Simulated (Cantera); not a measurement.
Input: 1 mol SiH₂Cl₂, 23 mol O₂, 15 mol H₂, at 1625 °C and 0.0110 bar.

Method: chemical equilibrium by Gibbs-energy minimisation in Cantera with the NASA 1993 tables (ideal gas, pure condensed phases). Candidate condensed phases: H₂O, Si, SiO₂; 30 gas species. The tables hold silica as quartz up to 1696 K and as liquid above; real silica turns to tridymite and cristobalite and melts near 1996 K. Kinetics and transport are ignored.

Q: What is the equilibrium state?

A: 
```json
{
 "x(H₂O)": "0.472",
 "x(O₂)": "0.452",
 "x(HCl)": "0.0529",
 "x(Cl)": "0.0102",
 "x(OH)": "0.00984",
 "x(O)": "0.00188",
 "x(H₂)": "0.000859",
 "x(H)": "0.000219",
 "x(ClO)": "1.17e-5",
 "n(SiO₂(condensed))": "1.000 mol",
 "gas_amount": "31.71 mol",
 "log10 activity of Si(l) (absent)": "-13.39"
}
```
